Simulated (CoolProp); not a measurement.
Vapour-liquid equilibrium of ethylbenzene (1) + n-nonane (2) at 0.236 MPa; x and y are mole fractions of (1).

Computed with CoolProp (multi-fluid Helmholtz-energy mixture model, Zhou 2012 and Lemmon 2006; pair parameters Bell 2016).

Q: Give the bubble temperature and the first vapour's composition at x = 0.2, 0.725, 0.875. Is there an azeotrope?

A: x = 0.2: 454.4 K, y = 0.269; x = 0.725: 446.1 K, y = 0.771; x = 0.875: 444.7 K, y = 0.893. No azeotrope shows between x = 0.05 and 0.95.

The pair parameters rest on a limited set of measurements; away from them the model extrapolates.
